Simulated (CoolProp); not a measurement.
Model: reference Helmholtz-energy equation of state, Lemmon 2005, in CoolProp. It is a short technical equation, of lower accuracy than the large ones.

**Question.** For isobutene, give the phase and the density (kg/m³), cv (kJ/(kg K)), Joule-Thomson coefficient (K/MPa), isothermal compressibility (1/MPa) at 442.3 K and 1.69 MPa; 460.2 K and 1.69 MPa.

**Answer.** 
- 442.3 K and 1.69 MPa: gas; density 29.7, cv 2.04, Joule-Thomson coefficient 8.50, isothermal compressibility 0.691
- 460.2 K and 1.69 MPa: gas; density 28.0, cv 2.09, Joule-Thomson coefficient 7.39, isothermal compressibility 0.674
